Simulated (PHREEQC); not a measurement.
A solution holds 0.0013 mol NH3 and 0.00041 mol (CH3)4NCl per kg of water, at 5.5 °C. Closed to the air; pH follows from the charge balance.

Model: ion-association model, phreeqc.dat, run in PHREEQC.

```json
[
 {"quantity": "pH", "before": "10.83", "after": "10.83"},
 {"quantity": "ionic strength (mol/kgw)", "before": "0.000546", "after": "0.000175"},
 {"quantity": "NH3 (mol/kgw)", "before": "0.00116", "after": "0.00117"},
 {"quantity": "NH4+ (mol/kgw)", "before": "0.000136", "after": "0.000134"}
]
```

Task: Which change was made?
A) temperature from 5.5 to 75 °C
B) (CH3)4NCl from 0.00041 to 4.1e-05 mol/kgw
C) (CH3)4NCl left out
D) diluted 10-fold with water
E) temperature from 5.5 to 5 °C

Result: B, (CH3)4NCl from 0.00041 to 4.1e-05 mol/kgw

Precipitation was switched off in this run. (CH3)4N+ isn't in the database: it is added as a free cation with an ion size of 4 Å. Away from 25 °C the constants follow the database's enthalpies or fits; those with neither stay at their 25 °C values.
